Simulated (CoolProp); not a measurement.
A single-stage vapour-compression cycle with R1336mzz(Z): evaporating at 277.15 K (dew point), condensing at 297.15 K (bubble point), superheat 0 K, subcooling 8 K, compressor efficiency 0.75, no pressure losses. Each further row changes one setting.

Model: reference Helmholtz-energy equation of state, McLinden 2020, in CoolProp.

```json
[
 {"case": "as stated", "cooling COP": "10.2", "pressure ratio": "2.36", "discharge temperature (K)": "298.1", "refrigerating effect (kJ/kg)": "163", "volumetric capacity (kJ/m³)": "356"},
 {"case": "evaporating temperature 282.15 K", "cooling COP": "14.1", "pressure ratio": "1.88", "discharge temperature (K)": "297.7", "refrigerating effect (kJ/kg)": "167", "volumetric capacity (kJ/m³)": "452"},
 {"case": "condensing temperature 292.15 K", "cooling COP": "13.9", "pressure ratio": "1.93", "discharge temperature (K)": "293.2", "refrigerating effect (kJ/kg)": "169", "volumetric capacity (kJ/m³)": "369"},
 {"case": "subcooling 13 K", "cooling COP": "10.6", "pressure ratio": "2.36", "discharge temperature (K)": "298.1", "refrigerating effect (kJ/kg)": "169", "volumetric capacity (kJ/m³)": "369"},
 {"case": "superheat 10 K", "cooling COP": "10.3", "pressure ratio": "2.36", "discharge temperature (K)": "308.2", "refrigerating effect (kJ/kg)": "172", "volumetric capacity (kJ/m³)": "360"},
 {"case": "compressor efficiency 0.65", "cooling COP": "8.84", "pressure ratio": "2.36", "discharge temperature (K)": "301.0", "refrigerating effect (kJ/kg)": "163", "volumetric capacity (kJ/m³)": "356"}
]
```
